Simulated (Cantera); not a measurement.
An isothermal, constant-pressure homogeneous reactor starts with H2 : O2 : N2 = 1.5 : 1 : 5.1 (molar parts), at 1300 K and 540 Torr.

Computed with Cantera and GRI-Mech 3.0 (53 species, 325 reactions). The temperature is held fixed by assumption; the heat of reaction is taken as removed at once.

One state of this run: x H2 = 6.45e-7; x O2 = 0.0365; x OH = 2.69e-5; x H2O2 = 1.06e-8; x H2O = 0.219; x N2O = 1.62e-7. x: mole fraction; the columns are a selection and need not sum to one.

Problem. Which value of t (s) does it belong to?
(A) 0.199
(B) 1.26
(C) 0.00501
(D) 0.0316

Solution. D, 0.0316
